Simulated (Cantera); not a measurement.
An adiabatic, constant-volume homogeneous reactor starts with CH₄ : H₂ : O₂ : N₂ = 1 : 0.29 : 5.11 : 19.2 (molar parts), equivalence ratio 0.42, at 1150 K and 7500 Torr.

Detailed kinetics in Cantera: GRI-Mech 3.0 (53 species, 325 reactions).

x: mole fraction; the columns are a selection and need not sum to one.

```
t (s)     T (K)  P (bar)   x CH₄      x H₂   x O₂    x HO₂    x H₂O₂     x H₂O    x CH₃
--------  -----  -------  ------  --------  -----  -------  --------  --------  -------
3.00e-6    1150     10.0  0.0391    0.0113  0.200  7.14e-9  2.10e-11  8.74e-10  5.09e-9
6.69e-6    1150     10.0  0.0391    0.0113  0.200  1.65e-8  1.06e-10   2.58e-9  1.14e-8
1.49e-5    1150     10.0  0.0391    0.0113  0.200  3.93e-8  5.34e-10   8.53e-9  2.51e-8
3.32e-5    1150     10.0  0.0391    0.0113  0.200  9.93e-8   2.71e-9   3.26e-8  5.49e-8
7.41e-5    1150     10.0  0.0391    0.0113  0.200        …         …         …        …
0.000165   1150     10.0  0.0391    0.0113  0.200  9.26e-7   7.65e-8   8.53e-7  3.40e-7
0.000368   1150     10.0  0.0391    0.0113  0.200  5.17e-6   7.20e-7   1.15e-5  2.24e-6
0.000820   1165     10.1  0.0379    0.0109  0.198        …         …         …        …
0.00183    2296     19.9  <1e-12  0.000119  0.116  1.02e-5   5.85e-7    0.0883   <1e-12
0.00408    2293     19.8  <1e-12  0.000117  0.115  1.00e-5   5.80e-7    0.0884   <1e-12
0.00909    2287     19.8  <1e-12  0.000114  0.114  9.81e-6   5.69e-7    0.0884   <1e-12
0.0203     2279     19.7  <1e-12  0.000110  0.112  9.45e-6   5.52e-7    0.0885   <1e-12
0.0451     2271     19.7  <1e-12  0.000106  0.111  9.13e-6   5.37e-7    0.0885   <1e-12
0.101      2268     19.6  <1e-12  0.000104  0.111  9.02e-6   5.32e-7    0.0885   <1e-12
0.224      2268     19.6  <1e-12  0.000104  0.111  9.01e-6   5.32e-7    0.0885   <1e-12
0.500      2268     19.6  <1e-12  0.000104  0.111  9.01e-6   5.32e-7    0.0885   <1e-12
```

Question: What belongs in the gaps?

Answer: 
- 7.41e-5, x HO₂: 2.77e-7
- 7.41e-5, x H₂O₂: 1.40e-8
- 7.41e-5, x H₂O: 1.46e-7
- 7.41e-5, x CH₃: 1.23e-7
- 0.000820, x HO₂: 5.21e-5
- 0.000820, x H₂O₂: 4.01e-5
- 0.000820, x H₂O: 0.00156
- 0.000820, x CH₃: 2.89e-5
